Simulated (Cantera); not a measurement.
An isothermal, constant-pressure homogeneous reactor starts with CO : O2 : H2O : N2 = 0.0033 : 0.0023 : 0.00038 : 1 (molar parts), equivalence ratio 0.72, at 875 K and 25000 Pa.

Computed with Cantera and GRI-Mech 3.0 (53 species, 325 reactions).

Q: Predict: x(CO) at 200 s; x(O2) at 200 s; x(H2O) at 200 s; x(HO2) at 200 s; x(H) at 200 s.

A: 
```json
{
 "x(CO) at 200 s": "0.00249 (gas-phase equilibrium <1e-12)",
 "x(O2) at 200 s": "0.00190 (gas-phase equilibrium 0.000647)",
 "x(H2O) at 200 s": "0.000372 (gas-phase equilibrium 0.000378)",
 "x(HO2) at 200 s": "1.59e-7 (gas-phase equilibrium <1e-12)",
 "x(H) at 200 s": "2.10e-8 (gas-phase equilibrium <1e-12)"
}
```
